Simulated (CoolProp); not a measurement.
Vapour-liquid equilibrium of ethylene (1) + propane (2) at 0.213 MPa; x and y are mole fractions of (1).

The numbers come from the multi-fluid Helmholtz-energy mixture model, Smukala 2000 and Lemmon 2009; pair parameters Bell 2016 in CoolProp.

**Question.** Give the bubble temperature and the first vapour's composition at x = 0.15, 0.25, 0.85. Is there an azeotrope?

**Answer.** x = 0.15: 221.6 K, y = 0.724; x = 0.25: 210.8 K, y = 0.856; x = 0.85: 186.3 K, y = 0.992. No azeotrope shows between x = 0.05 and 0.95.

Pair parameters are fitted to limited data, so mixtures are less certain than the pure fluids. The gap from Raoult's law changes sign with composition, which may be real or a fault of the pair parameters; it wasn't checked against measurements.
